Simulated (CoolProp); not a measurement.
Saturated liquid density (kg/m³) of tetradecamethylhexasiloxane (MD4M): the reference equation beside estimates from Tc = 653.2 K, pc = 0.8286 MPa, ω = 0.800.

The numbers come from the reference Helmholtz-energy equation of state, Thol 2019 in CoolProp.

```json
[
 {"T (K)": "494.7", "reference": "685.2", "Soave-Redlich-Kwong": "612.3", "Peng-Robinson": "691.6"},
 {"T (K)": "507.9", "reference": "669.4", "Soave-Redlich-Kwong": "598.1", "Peng-Robinson": "676.0"},
 {"T (K)": "521.1", "reference": "653.1", "Soave-Redlich-Kwong": "582.7", "Peng-Robinson": "[?]"},
 {"T (K)": "534.2", "reference": "636.1", "Soave-Redlich-Kwong": "[?]", "Peng-Robinson": "[?]"},
 {"T (K)": "547.4", "reference": "[?]", "Soave-Redlich-Kwong": "547.8", "Peng-Robinson": "620.1"},
 {"T (K)": "560.5", "reference": "[?]", "Soave-Redlich-Kwong": "[?]", "Peng-Robinson": "597.7"},
 {"T (K)": "573.7", "reference": "578.6", "Soave-Redlich-Kwong": "505.6", "Peng-Robinson": "572.5"},
 {"T (K)": "586.9", "reference": "556.2", "Soave-Redlich-Kwong": "480.7", "Peng-Robinson": "[?]"},
 {"T (K)": "600", "reference": "531.3", "Soave-Redlich-Kwong": "452.7", "Peng-Robinson": "511.9"},
 {"T (K)": "613.2", "reference": "502.2", "Soave-Redlich-Kwong": "420.1", "Peng-Robinson": "474.1"}
]
```

Fill in the missing entries.


- 521.1, Peng-Robinson: 659.0
- 534.2, Soave-Redlich-Kwong: 566.1
- 534.2, Peng-Robinson: 640.6
- 547.4, reference: 618.1
- 560.5, reference: 599.2
- 560.5, Soave-Redlich-Kwong: 527.8
- 586.9, Peng-Robinson: 544.1

Absolute difference from the reference over all 10 rows, mean and median: Soave-Redlich-Kwong 12.4 and 11.6 %, Peng-Robinson 1.7 and 1.0 %.
